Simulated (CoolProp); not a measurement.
Properties of neopentane at several states.

Computed with CoolProp (reference Helmholtz-energy equation of state, Lemmon 2006). It is a short technical equation, of lower accuracy than the large ones.

| T (°C) | p (MPa) | phase | cp (kJ/(kg K)) | cv (kJ/(kg K)) | speed of sound (m/s) | expansivity (1/kK) | fugacity coefficient |
|---|---|---|---|---|---|---|---|
| 245.05 | 0.529 | gas | 2.687 | 2.553 | … | … | 0.9691 |
| 199.75 | 0.0684 | gas | 2.482 | 2.364 | 237.9 | 2.153 | 0.9946 |
| 41.15 | 1.14 | liquid | 2.401 | … | … | 2.061 | 0.2341 |
| 230.85 | 4.61 | supercritical | … | 2.578 | … | 7.483 | 0.7236 |
| 237.05 | 0.1 | gas | 2.635 | 2.516 | 246.6 | 2.001 | 0.9938 |
| 196.75 | 0.108 | gas | 2.472 | 2.352 | 236.5 | 2.190 | 0.9912 |

What belongs in the gaps?


- 245.05, speed of sound (m/s): 242.7
- 245.05, expansivity (1/kK): 2.149
- 41.15, cv (kJ/(kg K)): 1.791
- 41.15, speed of sound (m/s): 783.1
- 230.85, cp (kJ/(kg K)): 3.256
- 230.85, speed of sound (m/s): 174.2
